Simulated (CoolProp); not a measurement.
Properties of R141b at several states (Tc = 477.5 K, pc = 4.212 MPa, ω = 0.220).

Values from CoolProp's reference Helmholtz-energy equation of state, Lemmon 2006. It is a short technical equation, of lower accuracy than the large ones.

```
T (K)  p (MPa)   phase  density (kg/m³)  cp (kJ/(kg K))  cv (kJ/(kg K))  speed of sound (m/s)  fugacity coefficient
-----  -------  ------  ---------------  --------------  --------------  --------------------  --------------------
428.5   0.0271     gas           0.8923          0.9257          0.8536                 181.2                0.9970
274.2    0.126  liquid             1279           1.126             ___                 911.5                0.2309
333.5   0.0675     gas            2.899          0.8204          0.7422                 159.0                0.9825
477.3     2.98     gas            126.2           1.319          0.9745                   ___                   ___
494.6    0.273     gas            7.914           1.001          0.9235                 191.5                0.9813
```

Q: Some entries are withheld; supply them.

A: 
- 274.2, cv (kJ/(kg K)): 0.7882
- 477.3, speed of sound (m/s): 139.9
- 477.3, fugacity coefficient: 0.7707
